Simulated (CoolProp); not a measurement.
Vapour-liquid equilibrium of hexamethyldisiloxane (MM) (1) + toluene (2) at 302.7 K; x and y are mole fractions of (1).

The numbers come from the multi-fluid Helmholtz-energy mixture model, Thol 2016 and Lemmon 2006; pair parameters Bell 2016 in CoolProp.

```csv
x,"bubble pressure, mixture model (MPa)","bubble pressure, Raoult's law (MPa)","y, mixture model","y, Raoult's law"
0.05,0.005015,0.004896,0.093,0.071
0.2,0.005621,0.005227,0.312,0.268
0.35,0.006102,0.005558,0.472,0.440
0.5,0.006470,0.005889,0.599,0.594
0.65,0.006739,0.006220,0.712,0.731
0.8,0.006918,0.006551,0.824,0.854
0.95,0.006996,0.006883,0.951,0.965
```

The largest gap from Raoult's law is +9.9 % in bubble pressure, at x = 0.5. No azeotrope shows between x = 0.05 and 0.95.

The pair parameters rest on a limited set of measurements; away from them the model extrapolates.
